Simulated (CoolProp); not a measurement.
Decamethylcyclopentasiloxane (D5) along the isotherm 346.85 °C: Z from the reference equation and from simpler models built on Tc = 345.1 °C, pc = 1078 kPa, ω = 0.631; each cubic takes its own stable root.

The numbers come from the reference Helmholtz-energy equation of state, Thol 2019 in CoolProp.

```
p (kPa)          phase  reference  van der Waals  Redlich-Kwong  Peng-Robinson
-------  -------------  ---------  -------------  -------------  -------------
414                gas     0.8492         0.8735         0.8571         0.8437
829                gas     0.6416         0.6961         0.6642         0.6407
1240     supercritical     0.2021         0.3050         0.2599         0.2390
1660     supercritical     0.2392         0.3559         0.2947         0.2673
2070     supercritical     0.2831         0.4167         0.3406         0.3077
2490     supercritical     0.3288         0.4801         0.3887         0.3506
2900     supercritical     0.3733         0.5418         0.4354         0.3923
3320     supercritical     0.4184         0.6043         0.4827         0.4347
3730     supercritical     0.4621         0.6648         0.5283         0.4755
4140     supercritical     0.5054         0.7246         0.5733         0.5159
4560     supercritical     0.5493         0.7853         0.6188         0.5567
4970     supercritical     0.5918         0.8439         0.6627         0.5961
5390     supercritical     0.6350         0.9036         0.7072         0.6361
```
